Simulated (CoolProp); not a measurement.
R141b along the isotherm 226.85 °C: Z from the reference equation and from simpler models built on Tc = 204.4 °C, pc = 42.12 bar, ω = 0.220; each cubic takes its own stable root.

The numbers come from the reference Helmholtz-energy equation of state, Lemmon 2006 in CoolProp. It is a short technical equation, of lower accuracy than the large ones.

```tsv
p (bar)	phase	reference	van der Waals	Redlich-Kwong
7.02	gas	0.9517	0.9541	0.9488
14	gas	0.8995	0.9045	0.8943
21.1	gas	0.8409	0.8487	?
28.1	gas	0.7760	0.7862	0.7689
35.1	gas	0.7009	0.7121	0.6942
42.1	gas	0.6102	0.6158	0.6041
49.1	supercritical	?	?	0.4831
56.2	supercritical	0.3534	0.3681	?
63.2	supercritical	0.3069	0.3749	0.3435
70.2	supercritical	0.3067	0.3933	0.3491
77.2	supercritical	0.3177	0.4154	0.3617
84.2	supercritical	0.3327	0.4390	0.3773
91.3	supercritical	0.3497	0.4638	?
98.3	supercritical	0.3673	?	0.4123
105	supercritical	0.3846	0.5127	?
```

**Question.** Complete the blanks.

**Answer.** 
- 21.1, Redlich-Kwong: 0.8343
- 49.1, reference: 0.4917
- 49.1, van der Waals: 0.4541
- 56.2, Redlich-Kwong: 0.3634
- 91.3, Redlich-Kwong: 0.3945
- 98.3, van der Waals: 0.4887
- 105, Redlich-Kwong: 0.4297
